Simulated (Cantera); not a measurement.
A jet of 1.62 % CH4, 7.05 % O2, 91.3 % N2, equivalence ratio 0.46 at 300 K and 58.5 Torr hits a platinum plate 5.3 cm away at a mass flux of 0.02 kg/m²/s; the plate temperature is set and raised in steps from an oxygen-covered start.

Computed with Cantera and Deutschmann's 1995 Pt surface mechanism with GRI-Mech 3.0 gas chemistry. Catalytic surfaces can have several steady states; this one follows from the mechanism file's or the stated starting coverage.

x: mole fraction at the wall; θ: surface coverage.

| plate T (K) | wall x CH4 | wall x O2 | wall x H2O | wall x OH | wall x CO | wall x CO2 | θ free Pt | θ O* | θ OH* |
|---|---|---|---|---|---|---|---|---|---|
| 950 | 0.00506 | 0.0470 | 0.0207 | [?] | 3.05e-6 | 0.0136 | 0.322 | 0.677 | 0.00102 |
| 1000 | 0.00364 | 0.0440 | 0.0232 | [?] | 2.99e-6 | 0.0153 | 0.397 | 0.602 | 0.000940 |
| 1050 | 0.00273 | 0.0421 | 0.0249 | [?] | 3.03e-6 | 0.0164 | 0.470 | 0.529 | 0.000839 |
| 1100 | 0.00214 | 0.0409 | 0.0259 | [?] | 3.16e-6 | 0.0171 | 0.540 | 0.459 | 0.000733 |
| 1150 | 0.00174 | 0.0401 | 0.0265 | [?] | 3.42e-6 | 0.0175 | 0.605 | 0.394 | 0.000633 |
| 1200 | 0.00146 | 0.0396 | 0.0270 | [?] | 3.83e-6 | 0.0178 | 0.665 | 0.335 | 0.000541 |
| 1250 | 0.00126 | 0.0393 | 0.0272 | [?] | 4.42e-6 | 0.0179 | 0.719 | 0.281 | 0.000460 |
| 1300 | 0.00111 | 0.0392 | 0.0274 | [?] | 5.37e-6 | 0.0178 | 0.766 | 0.233 | 0.000389 |

Fill in the missing entries.


- 950, wall x OH: 7.70e-8
- 1000, wall x OH: 2.02e-7
- 1050, wall x OH: 4.73e-7
- 1100, wall x OH: 1.01e-6
- 1150, wall x OH: 1.99e-6
- 1200, wall x OH: 3.68e-6
- 1250, wall x OH: 6.39e-6
- 1300, wall x OH: 1.06e-5
